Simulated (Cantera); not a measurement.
Cantera with NASA thermochemical tables; ideal gases at 1 bar, condensed phases pure. Values are per mole of reaction as written; species without (g) are pure solids or liquids, kept so even where they would boil at 1 bar. The tables' values for SiF2 are old estimates.

F2(g) + SiO(g) ⇌ O(g) + SiF2(g), with ΔH° = -238.3 kJ and ΔS° = 3.3 J/K at 300 K.

Task: How far is the shortcut ΔG° ≈ ΔH°(300 K) − T·ΔS°(300 K) from the full temperature-dependent value at 1325, 1425, 1525, 1625, 1725 K?

Result: 
```csv
T (K),shortcut (kJ),full (kJ),difference (kJ),difference in log10 K
1325,-242.6,-247.7,5.1,-0.20
1425,-243.0,-248.8,5.8,-0.21
1525,-243.3,-249.9,6.6,-0.23
1625,-243.6,-251.0,7.4,-0.24
1725,-244.0,-252.2,8.2,-0.25
```
The shortcut ignores the heat-capacity change of the reaction.
